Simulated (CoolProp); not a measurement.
Vapour-liquid equilibrium of carbon dioxide (1) + R124 (2) at 268 K; x and y are mole fractions of (1).

Model: multi-fluid Helmholtz-energy mixture model, Span 1996 and de Vries 1995; pair parameters Bell 2016, in CoolProp.

| x | bubble pressure, mixture model (MPa) | bubble pressure, Raoult's law (MPa) | y, mixture model | y, Raoult's law |
|---|---|---|---|---|
| 0.05 | 0.2629 | 0.2786 | 0.497 | 0.544 |
| 0.125 | 0.4478 | 0.4961 | 0.712 | 0.764 |
| 0.2 | 0.6263 | 0.7136 | 0.801 | 0.850 |
| 0.275 | 0.8032 | 0.9311 | 0.851 | 0.896 |
| 0.35 | 0.9825 | 1.149 | 0.884 | 0.924 |
| 0.425 | 1.168 | 1.366 | 0.908 | 0.944 |
| 0.5 | 1.362 | 1.584 | 0.927 | 0.958 |
| 0.575 | 1.567 | 1.801 | 0.943 | 0.968 |
| 0.65 | 1.786 | 2.018 | 0.956 | 0.977 |
| 0.725 | 2.021 | 2.236 | 0.967 | 0.984 |
| 0.8 | 2.273 | 2.453 | 0.977 | 0.989 |
| 0.875 | 2.543 | 2.671 | 0.986 | 0.994 |
| 0.95 | 2.831 | 2.888 | 0.995 | 0.998 |

The largest gap from Raoult's law is -14.5 % in bubble pressure, at x = 0.425. No azeotrope shows between x = 0.05 and 0.95.

Pair parameters are fitted to limited data, so mixtures are less certain than the pure fluids.
